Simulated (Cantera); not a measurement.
# Transport properties of process gases

Gas mixture: 100 % NO, at 4.93 atm, frozen composition.

Cantera's kinetic-theory transport with the Lennard-Jones parameters of GRI-Mech 3.0, ideal gas; thermal conductivity in the multicomponent form. The composition is frozen, though it would react at the higher temperatures.

```csv
T (K),ρ (kg/m³),cp (J/kg/K),μ (µPa s),λ (mW/m/K),Pr,D (cm²/s) H2O,D (cm²/s) H2,D (cm²/s) CH3
400,4.51,998.6,23.1,32.5,0.711,0.0792,0.257,0.0751
550,3.28,1028,28.9,41.9,0.709,0.144,0.438,0.130
700,2.58,1067,34.0,51.2,0.708,0.222,0.654,0.196
850,2.12,1104,38.6,60.2,0.708,0.314,0.903,0.272
1000,1.80,1133,42.9,68.8,0.707,0.417,1.18,0.358
1150,1.57,1153,47.0,76.7,0.707,0.531,1.49,0.452
1300,1.39,1171,50.9,84.4,0.707,0.655,1.83,0.554
1450,1.24,1186,54.7,91.8,0.707,0.788,2.19,0.665
```
D: mixture-averaged diffusion coefficient of that species in the mixture.
